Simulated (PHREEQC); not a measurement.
Solution (25 °C): 0.065 mol H3BO3 and 0.012 mol H2S per kg of water. Closed to the air; pH follows from the charge balance.

Equilibrium calculation in PHREEQC: ion-association model, phreeqc.dat.

```csv
quantity,before,after
pH,4.43,4.88
ionic strength (mol/kgw),3.78e-5,1.32e-5
HS- (mol/kgw),3.68e-5,1.04e-5
```

### Question
What was changed between the two runs?
A) H2S from 0.012 to 0.0012 mol/kgw
B) H3BO3 replaced by HBF4 at the same molality
C) diluted 2-fold with water
D) H3BO3 left out
E) H3BO3 from 0.065 to 0.0065 mol/kgw

### Answer
A, H2S from 0.012 to 0.0012 mol/kgw

This is a speciation only: nothing precipitates in the calculation.
